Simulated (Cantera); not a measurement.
# Si + N₂O + H₂ (thermal oxidation and active oxidation of silicon)

Input: 1 mol Si, 0.018 mol N₂O, 1.2 mol H₂, equilibrated at 1350 K and 10000 Pa.

Method: chemical equilibrium by Gibbs-energy minimisation in Cantera with the NASA 1993 tables (ideal gas, pure condensed phases). Candidate condensed phases: H₂O, Si, SiO₂, Si₂N₂O, Si₃N₄; 35 gas species. Mutual solubility and eutectic melting of coexisting phases are not modelled. Equilibrium is a limit: real reactors are often held back by kinetics, nucleation or transport.

| Quantity | Result |
|---|---|
| x(H₂) | 1.000 |
| x(H) | 7.54e-6 |
| x(SiO) | 1.63e-6 |
| x(N₂) | 1.62e-6 |
| n(Si(s)) | 0.964 mol |
| n(Si₂N₂O(s)) | 0.0180 mol |
| gas amount | 1.200 mol |
